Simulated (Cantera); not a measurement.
A diamond (100) surface in a fixed gas of H2 with x(CH4) = 0.0035, x(CH3) = 0.00011, at 1275 K, 0.128 atm; coverages are run to steady state.

Computed with Cantera and the Harris–Goodwin 1993 mechanism for the reconstructed diamond (100) surface.

One state of this run: growth (µm/h) = 9.66; θ c6HH = 0.392; θ c6H* = 0.0469; θ c6*H = 0.518; θ c6** = 0.0421; θ c6HM = 0.000643. θ: site fractions in the mechanism's names (c6HH fully hydrogenated, c6H* and c6*H radical sites, c6** diradical, c6HM methylated).

Which value of x(H) does it belong to?
(A) 0.016
(B) 0.00023
(C) 0.088
(D) 0.0069

A, 0.016
